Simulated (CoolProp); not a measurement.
The numbers come from the reference Helmholtz-energy equation of state, Gao 2016 in CoolProp.

Task: For sulfur dioxide, give the phase and the cp (kJ/(kg K)), Joule-Thomson coefficient (K/MPa), isothermal compressibility (1/MPa) at 21.65 °C and 6.05 bar.

Result: 
- 21.65 °C and 6.05 bar: liquid; cp 1.39, Joule-Thomson coefficient -0.208, isothermal compressibility 0.00156
